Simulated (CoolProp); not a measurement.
CH2F2 (R32) at 293.15 K and 2.25 MPa flows at 0.087 m/s in a round tube of 50 mm bore and 1.5 µm roughness, fully developed (64/Re and Nu = 3.66 if laminar; Colebrook and Gnielinski if turbulent). Each further row changes one setting.

Computed with CoolProp (reference Helmholtz-energy equation of state, Tillner-Roth 1997).

```csv
case,Reynolds number,Darcy friction factor,pressure drop (Pa/m),heat-transfer coefficient (W/(m² K)),mass flow (kg/h)
as stated,___,___,___,___,606
velocity 0.174 m/s,71100,0.0195,5.81,621,___
diameter 100 mm,71100,0.0194,0.724,310,___
```

Complete the blanks.


- as stated, Reynolds number: 35600
- as stated, Darcy friction factor: 0.0227
- as stated, pressure drop (Pa/m): 1.69
- as stated, heat-transfer coefficient (W/(m² K)): 351
- velocity 0.174 m/s, mass flow (kg/h): 1210
- diameter 100 mm, mass flow (kg/h): 2420

Viscosity comes from a separate model (Bell 2016), an estimate that may be off by 10 % or more. Thermal conductivity comes from a separate model (Huber 2003), an estimate that may be off by 10 % or more.
